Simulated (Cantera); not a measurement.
Feed: 1 mol Si2Cl6, 0.51 mol Cl2, 120 mol H2, held at 1330 Pa.

Method: chemical equilibrium by Gibbs-energy minimisation in Cantera with the NASA 1993 tables (ideal gas, pure condensed phases). Candidate condensed phases: Si; 19 gas species. The feed counts by its element totals alone. Rates play no part.

Over these rows the condensed part is Si(s). Partial pressures as log10 of bar:

```csv
T (K),1000/T (1/K),log p SiHCl3,log p H2,log p HCl
1148,0.8711,-4.91,-1.90,-3.30
1223,0.8177,-5.35,-1.90,-3.24
1298,0.7704,?,-1.90,-3.23
1373,0.7283,-6.30,-1.90,-3.23
1448,0.6906,-6.72,-1.90,-3.23
1523,0.6566,-7.11,-1.90,-3.24
```

Task: Fit log p(SiHCl3) = a + b·(1000/T) to the five rows, give the apparent enthalpy, and predict the row at 1298 K.

Result: Means: 1000/T = 0.7529, log p = -6.078. Sxy = 0.330071, Sxx = 0.0319304, so b = 10.34 and a = -6.078 − (10.34)×0.7529 = -13.86.
Apparent enthalpy: −19.145 × (10.34) = -198 kJ/mol. With the condensed phases at unit activity, Si(s) + 3 HCl(g) = SiHCl3(g) + H2(g) links this pressure to the main gases: over the six rows their terms move log p by +0.18 in all, so the slope isn't that reaction's ΔH° alone. The five rows lie within 0.06 of the line.
Prediction at 1298 K: -13.86 + (10.34)×0.7704 = -5.89. The computed value is -5.83, 0.06 from the line.
